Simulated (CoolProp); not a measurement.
Saturated liquid density (kg/m³) of methanol: the reference equation beside estimates from Tc = 240.2 °C, pc = 82.16 bar, ω = 0.565.

Computed with CoolProp (reference Helmholtz-energy equation of state, de Reuck 1993).

```
T (°C)  reference  Redlich-Kwong  Soave-Redlich-Kwong
------  ---------  -------------  -------------------
26.05           ?              ?                605.3
34.95       776.9          559.6                599.0
43.75       768.5          551.8                592.5
52.65       760.0          543.7                585.5
61.55       751.3          535.3                578.2
70.45       742.4          526.6                570.5
79.35           ?          517.5                562.4
88.15       724.0          508.3                553.9
97.05       714.3          498.6                    ?
105.95          ?          488.5                535.4
114.85      693.6          478.0                525.3
123.65      682.7          467.2                514.6
132.55      671.1          455.8                503.2
141.45      658.8          443.9                491.0
150.35      645.7          431.3                478.0
```

Task: Some entries are withheld; supply them.

Result: 
- 26.05, reference: 785.3
- 26.05, Redlich-Kwong: 567.2
- 79.35, reference: 733.3
- 97.05, Soave-Redlich-Kwong: 544.9
- 105.95, reference: 704.2

Absolute difference from the reference over all 15 rows, mean and median: Redlich-Kwong 30.1 and 29.8 %, Soave-Redlich-Kwong 23.8 and 23.5 %.
